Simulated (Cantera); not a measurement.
Charge: 1 mol V2O5, a varied amount of H2, 3.5 mol N2, held at 1373.15 K and 0.410 bar.

Cantera equilibrium calculation (NASA polynomials, part measured and part estimated; ideal gas, pure solids and liquids). Candidate condensed phases: H2O, V, VN, VO, V2O3, V2O4, V2O5; 28 gas species. Condensed phases not in the tables: the oxides between V2O3 and V2O5 other than VO2. Equilibrium is a limit: real reactors are often held back by kinetics, nucleation or transport.

Q: At 160 mol H2, list the 3 most abundant gas species with their mole fractions, and the condensed phases.

A: H2 0.966, N2 0.0214, H2O 0.0122. Condensed: V2O3(s).
